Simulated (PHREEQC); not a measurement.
Consider water at 25 °C with 0.071 mmol/kgw CaSO4, 0.056 mmol/kgw CO2 and 92 mmol/kgw MgSO4. Closed to the air; pH follows from the charge balance.

The numbers come from PHREEQC with the ion-association model, phreeqc.dat.

```json
{
 "pH": "5.47",
 "ionic_strength": "0.177 mol/kgw",
 "specific_conductance": "7510 µS/cm",
 "density": "1.008 g/cm³"
}
```

| species | molality | activity | log γ |
|---|---|---|---|
| MgSO4 | 0.0477 | 0.0497 | 0.018 |
| SO4-2 | 0.0444 | 0.0135 | -0.515 |
| Mg+2 | 0.0443 | 0.0156 | -0.453 |
| CO2 | 4.60e-5 | 4.79e-5 | 0.018 |
| Ca+2 | 4.02e-5 | 1.33e-5 | -0.479 |
| CaSO4 | 3.08e-5 | 3.21e-5 | 0.018 |

Precipitation was switched off in this run.
